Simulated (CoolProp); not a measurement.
A single-stage vapour-compression cycle with R21: evaporating at 288.15 K (dew point), condensing at 351.15 K (bubble point), superheat 10 K, subcooling 8 K, compressor efficiency 0.85, no pressure losses. Each further row changes one setting.

The numbers come from the reference Helmholtz-energy equation of state, Platzer 1990 in CoolProp. This equation is an older, rougher fit; its heat capacities, sound speeds and derivatives of the liquid may be far off and weren't checked against measurements.

```
case                              cooling COP  pressure ratio  discharge temperature (K)  refrigerating effect (kJ/kg)  volumetric capacity (kJ/m³)
--------------------------------  -----------  --------------  -------------------------  ----------------------------  ---------------------------
as stated                                3.25            6.40                      396.9                           183                         1010
evaporating temperature 293.15 K         3.66               ?                      392.9                             ?                         1210
condensing temperature 346.15 K             ?            5.67                          ?                           188                         1040
subcooling 13 K                          3.35            6.40                      396.9                           188                         1040
superheat 20 K                              ?            6.40                      408.1                           189                         1000
compressor efficiency 0.75               2.87            6.40                      406.8                           183                         1010
```

### Question
Fill in the missing entries.

### Answer

- evaporating temperature 293.15 K, pressure ratio: 5.34
- evaporating temperature 293.15 K, refrigerating effect (kJ/kg): 185
- condensing temperature 346.15 K, cooling COP: 3.61
- condensing temperature 346.15 K, discharge temperature (K): 389.9
- superheat 20 K, cooling COP: 3.24
